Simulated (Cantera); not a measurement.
A Cantera script and what it prints.

```python
import numpy as np
import cantera as ct

gas_names = """
    O3 HBO2 B2O3 OH B2O2 H
""".split()
cond_names = """

""".split()


# ... load() reads the species with a 1 bar reference pressure and builds the phases ...
species = {s.name: s for s in load("nasa_gas.yaml", gas_names) + load("nasa_condensed.yaml", cond_names)}
# Each term lists the table entries of one substance; the one whose range holds T is used.
reactions = {
    'O3(g) + 6 HBO2(g) = 3 B2O3(g) + 6 OH(g)':
        [(-1, ['O3']), (-6, ['HBO2']), (3, ['B2O3']), (6, ['OH'])],
    '6 HBO2(g) = 2 O3(g) + 3 B2O2(g) + 6 H(g)':
        [(-6, ['HBO2']), (2, ['O3']), (3, ['B2O2']), (6, ['H'])],
}


def pick(names, T):
    return next(species[n] for n in names if species[n].thermo.min_temp <= T <= species[n].thermo.max_temp)


results = []
for label, terms in reactions.items():
    print(label)
    print("     T/K   dH/kJ  dS/(J/K)   dG/kJ   log10 K")
    for T in [575, 650, 725, 800, 875, 950, 1025, 1100]:
        used = [(nu, pick(names, T)) for nu, names in terms]
        dH = sum(nu * s.thermo.h(T) for nu, s in used) / 1e6
        dS = sum(nu * s.thermo.s(T) for nu, s in used) / 1e3
        dG = dH - T * dS / 1e3
        logK = -dG * 1e6 / (ct.gas_constant * T * np.log(10))
        results.append((label, T, dH, dS, dG, logK, [s.name for _, s in used]))
        print(f"{T:8g} {dH:8.1f} {dS:8.1f} {dG:8.1f} {logK:8.2f}")
```

It prints:

```
O3(g) + 6 HBO2(g) = 3 B2O3(g) + 6 OH(g)
     T/K   dH/kJ  dS/(J/K)   dG/kJ   log10 K
     575    968.8    321.9    783.7   -71.19
     650    972.0    327.2    759.3   -61.02
     725    974.7    331.2    734.6   -52.93
     800    977.0    334.1    709.7   -46.34
     875    978.8    336.3    684.6   -40.86
     950    980.3    338.0    659.3   -36.25
    1025    981.6    339.3    633.9   -32.30
    1100    982.8    340.4    608.4   -28.89
6 HBO2(g) = 2 O3(g) + 3 B2O2(g) + 6 H(g)
     T/K   dH/kJ  dS/(J/K)   dG/kJ   log10 K
     575   3618.3    530.2   3313.5  -301.00
     650   3625.7    542.2   3273.3  -263.04
     725   3632.6    552.2   3232.2  -232.87
     800   3639.0    560.7   3190.5  -208.31
     875   3645.1    567.9   3148.2  -187.93
     950   3650.8    574.1   3105.3  -170.74
    1025   3656.1    579.6   3062.0  -156.04
    1100   3661.2    584.3   3018.4  -143.33
```

Source: NASA polynomial tables (part measured, part estimated), evaluated in Cantera. Condensed species are held in their standard states even where they would react or evaporate.
